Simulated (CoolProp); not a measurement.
Vapour-liquid equilibrium of carbon dioxide (1) + R142b (2) at 223.1 K; x and y are mole fractions of (1).

Computed with CoolProp (multi-fluid Helmholtz-energy mixture model, Span 1996 and Lemmon 2006; pair parameters Bell 2016).

### Question
Give the bubble pressure and the first vapour's composition at x = 0.2, 0.35, 0.5. Is there an azeotrope?

### Answer
x = 0.2: 141.2 kPa, y = 0.921; x = 0.35: 251.8 kPa, y = 0.963; x = 0.5: 358.2 kPa, y = 0.979. No azeotrope shows between x = 0.05 and 0.95.

The pair parameters rest on a limited set of measurements; away from them the model extrapolates. The gap from Raoult's law changes sign with composition, which may be real or a fault of the pair parameters; it wasn't checked against measurements.
